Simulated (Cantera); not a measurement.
An isothermal, constant-pressure homogeneous reactor starts with C3H8 : H2 = 1 : 1.5 (molar parts), at 1373 K and 0.000168 atm.

Cantera simulation using GRI-Mech 3.0 (53 species, 325 reactions); the numbers are that mechanism's predictions, not measurements. GRI-Mech 3.0 was tuned for natural gas; its chemistry of propane as a main component is partial and can be far from experiment. GRI-Mech 3.0 stops at C3 and has no aromatics, soot or wall deposition, so with more carbon than oxygen in the feed, carbon stays in small species such as C2H2 where larger ones or solid carbon would form. Radical loss at walls, strong at low pressure, is not modelled.

**Question.** Predict: x(H2) at 70.0 s; x(C2H6) at 70.0 s; x(H) at 70.0 s; x(CH4) at 70.0 s; x(C2H) at 70.0 s; x(C2H2) at 70.0 s.

**Answer.** 
```json
{
  "x(H2) at 70.0 s": "0.555 (gas-phase equilibrium 0.727)",
  "x(C2H6) at 70.0 s": "2.22e-6 (gas-phase equilibrium 1.17e-10)",
  "x(H) at 70.0 s": "1.56e-5 (gas-phase equilibrium 0.000219)",
  "x(CH4) at 70.0 s": "0.211 (gas-phase equilibrium 0.000208)",
  "x(C2H) at 70.0 s": "4.47e-9 (gas-phase equilibrium 6.54e-8)",
  "x(C2H2) at 70.0 s": "0.200 (gas-phase equilibrium 0.273)"
}
```
